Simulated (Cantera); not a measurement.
An adiabatic, constant-pressure homogeneous reactor starts with CO : H2 : CH4 : O2 : N2 = 1 : 0.54 : 0.24 : 0.521 : 1.96 (molar parts), equivalence ratio 2.4, at 1475 K and 0.210 bar. Integrator tolerance rtol = 1e-08.

Model: GRI-Mech 3.0 (53 species, 325 reactions), integrated in Cantera.

### Question
What does this change do: CO 1 to 0.51 parts?

### Answer
| quantity | before | after |
|---|---|---|
| time of steepest temperature rise | 0.366 ms | 0.331 ms |
| temperature at 8.00 s | 2557 K | 2611 K |
| equilibrium temperature | 2557 K | 2611 K |
| x(CO) at 8.00 s | 0.239 (gas-phase equilibrium 0.239) | 0.157 (gas-phase equilibrium 0.157) |
| x(H2) at 8.00 s | 0.0961 (gas-phase equilibrium 0.0961) | 0.0944 (gas-phase equilibrium 0.0944) |
| x(CH4) at 8.00 s | <1e-12 (gas-phase equilibrium <1e-12) | <1e-12 (gas-phase equilibrium <1e-12) |
| x(O) at 8.00 s | 0.000949 (gas-phase equilibrium 0.000949) | 0.00191 (gas-phase equilibrium 0.00191) |
| x(H2O2) at 8.00 s | 1.05e-8 (gas-phase equilibrium 1.05e-8) | 2.23e-8 (gas-phase equilibrium 2.23e-8) |
| x(C2H) at 8.00 s | <1e-12 (gas-phase equilibrium <1e-12) | <1e-12 (gas-phase equilibrium <1e-12) |
| x(NO2) at 8.00 s | 1.82e-8 (gas-phase equilibrium 1.82e-8) | 4.93e-8 (gas-phase equilibrium 4.93e-8) |
